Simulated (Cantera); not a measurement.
Charge: 1 mol Fe2O3, 0.19 mol Cl2, 2.1 mol N2, at 1000 K and 43.0 mbar.

Method: chemical equilibrium by Gibbs-energy minimisation in Cantera with the NASA 1993 tables (ideal gas, pure condensed phases). Equilibrium is a limit: real reactors are often held back by kinetics, nucleation or transport.

```
species          before     after
-------------  --------  --------
N2                0.915     0.871
FeCl2          0.000460    0.0561
O2              0.00571    0.0467
Cl2              0.0713   0.00732
Cl             0.000500    0.0117
Fe2Cl4          1.04e-7   1.19e-5
NO              5.56e-6  0.000359
ClO             4.88e-7   1.48e-5
FeCl3           0.00715   0.00632
Fe2O3(s), mol     0.991     0.925
```
Gas species are given as mole fractions.

### Question
Which change was made?
A. temperature from 1000 K to 1400 K
B. temperature from 1000 K to 750 K
C. temperature from 1000 K to 1498.15 K
D. pressure from 43.0 mbar to 1.00 bar

### Answer
A, temperature from 1000 K to 1400 K
